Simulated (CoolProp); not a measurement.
Model: reference Helmholtz-energy equation of state, Lemmon 2006, in CoolProp. It is a short technical equation, of lower accuracy than the large ones.

Problem. For n-decane, give the phase and the cv (kJ/(kg K)), speed of sound (m/s) at 184.55 °C and 0.0304 MPa; 184.55 °C and 0.179 MPa.

Solution. 
- 184.55 °C and 0.0304 MPa: gas; cv 2.29, speed of sound 163
- 184.55 °C and 0.179 MPa: liquid; cv 2.41, speed of sound 670
